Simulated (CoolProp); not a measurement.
R114 at 345.28 K and 0.0667 MPa is compressed adiabatically to 0.215 MPa with isentropic efficiency 0.9. Each further row changes one setting.

The numbers come from the reference Helmholtz-energy equation of state, Platzer 1990 in CoolProp. This equation is an older, rougher fit.

```json
[
 {"case": "as stated", "work (kJ/kg)": "___", "final temperature (K)": "___", "final density (kg/m³)": "12.1"},
 {"case": "efficiency 1", "work (kJ/kg)": "___", "final temperature (K)": "___", "final density (kg/m³)": "___"},
 {"case": "efficiency 0.65", "work (kJ/kg)": "30.8", "final temperature (K)": "___", "final density (kg/m³)": "11.8"}
]
```

### Question
Complete the blanks.

### Answer

- as stated, work (kJ/kg): 22.2
- as stated, final temperature (K): 376.3
- efficiency 1, work (kJ/kg): 20.0
- efficiency 1, final temperature (K): 373.4
- efficiency 1, final density (kg/m³): 12.2
- efficiency 0.65, final temperature (K): 387.2
